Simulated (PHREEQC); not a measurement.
A made-up water analysis in mmol/kgw, 5.3 °C, pH 3.96, pe 8.1: Na 3.73; K 0.00209; Ca 1.64; Mg 3.21; Cl 1.57; S(6) 6.28; F 0.00958; N(5) 0.00567; Cu(2) 0.115; Mn(2) 0.00141.

Valence states are taken as typed.

The numbers come from PHREEQC with the ion-association model, wateq4f.dat.

Precipitation was switched off in this run.

What ionic strength, charge-balance error does the model give?

ionic strength 0.0209 mol/kgw; charge-balance error -1.4 %.

In which forms is Na present?

Na+ 99 %, NaSO4- 1.3 % of the Na.

Away from 25 °C the constants follow the database's enthalpies or fits; those with neither stay at their 25 °C values.
